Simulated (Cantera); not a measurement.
Cantera run, input and output.

```python
import numpy as np
import cantera as ct

gas = ct.Solution("gri30.yaml")
gas.TPX = 725, 1000000, {'CH4': 1, 'O2': 3.39, 'N2': 10.8}
inlet = ct.Reservoir(gas, clone=True)
gas.equilibrate("HP")  # start burning
reactor = ct.IdealGasConstPressureReactor(gas, energy="on", clone=False)
exhaust = ct.Reservoir(gas, clone=True)
tau = [0.063, 0.026, 0.011, 0.0045, 0.0019, 0.00078, 0.00032, 0.00013, 5.6e-05, 2.3e-05, 9.6e-06][0]
for a, b in ((inlet, reactor), (reactor, exhaust)):
    ct.MassFlowController(a, b, mdot=lambda t: reactor.mass / tau)
net = ct.ReactorNet([reactor])
show = ['CH4', 'O2', 'HCN', 'H2O2', 'O']

rows = []
print(f"{'tau/s':>10s}{'T/K':>9s}" + "".join(f"{s:>11s}" for s in show))
for tau in [0.063, 0.026, 0.011, 0.0045, 0.0019, 0.00078, 0.00032, 0.00013, 5.6e-05, 2.3e-05, 9.6e-06]:
    net.initial_time = 0.0
    net.advance(30 * tau)
    before = gas.X
    net.advance(40 * tau)
    drift = np.max(np.abs(gas.X - before) / (gas.X + 1e-9))
    rows.append([gas.T, *gas[show].X, drift])
    print(f"{tau:10.3e}{gas.T:9.1f}" + "".join(f"{x:11.3e}" for x in gas[show].X))
```

It prints:

```
     tau/s      T/K        CH4         O2        HCN       H2O2          O
 6.300e-02   2116.4  1.039e-06  9.041e-02  4.122e-08  3.349e-07  1.519e-04
 2.600e-02   2117.5  2.459e-06  9.076e-02  4.733e-08  3.404e-07  1.575e-04
 1.100e-02   2117.3  5.614e-06  9.096e-02  5.141e-08  3.493e-07  1.672e-04
 4.500e-03   2115.6  1.281e-05  9.110e-02  5.576e-08  3.686e-07  1.884e-04
 1.900e-03   2111.6  2.695e-05  9.127e-02  6.241e-08  4.082e-07  2.320e-04
 7.800e-04   2103.5  5.451e-05  9.156e-02  7.468e-08  4.884e-07  3.215e-04
 3.200e-04   2088.7  1.057e-04  9.214e-02  9.590e-08  6.305e-07  4.836e-04
 1.300e-04   2062.4  2.065e-04  9.334e-02  1.311e-07  8.633e-07  7.446e-04
 5.600e-05   2019.9  4.102e-04  9.568e-02  1.839e-07  1.205e-06  1.054e-03
 2.300e-05   1929.1  1.117e-03  1.021e-01  2.720e-07  1.921e-06  1.155e-03
 9.600e-06    725.0  6.583e-02  2.232e-01 -2.256e-21  1.627e-19  2.452e-20
```

Cantera simulation using GRI-Mech 3.0 (53 species, 325 reactions); the numbers are that mechanism's predictions, not measurements.
